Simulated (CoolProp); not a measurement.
Toluene at 298.15 K and 6.02 MPa flows at 0.18 m/s in a round tube of 50 mm bore and 15 µm roughness, fully developed (64/Re and Nu = 3.66 if laminar; Colebrook and Gnielinski if turbulent). Each further row changes one setting.

The numbers come from the reference Helmholtz-energy equation of state, Lemmon 2006 in CoolProp. It is a short technical equation, of lower accuracy than the large ones.

```
case               Reynolds number  Darcy friction factor  pressure drop (Pa/m)  heat-transfer coefficient (W/(m² K))  mass flow (kg/h)
-----------------  ---------------  ---------------------  --------------------  ------------------------------------  ----------------
as stated                    13400                 0.0291                  8.18                                   283              1100
velocity 0.36 m/s            26900                 0.0249                  27.9                                   529              2210
diameter 100 mm              26900                 0.0245                  3.44                                   262              4410
```

Viscosity comes from a separate model (Avgeri 2015). Thermal conductivity comes from a separate model (Assael 2012).
